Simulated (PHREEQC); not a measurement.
Solution (25 °C): 2.9 mmol/kgw LiOH. Closed to the air; pH follows from the charge balance.

Computed with PHREEQC (ion-association model, phreeqc.dat).

This is a speciation only: nothing precipitates in the calculation.

Q: Estimate the pH.

A: pH 11.43.

Complexes and solids missing from the database can't appear.
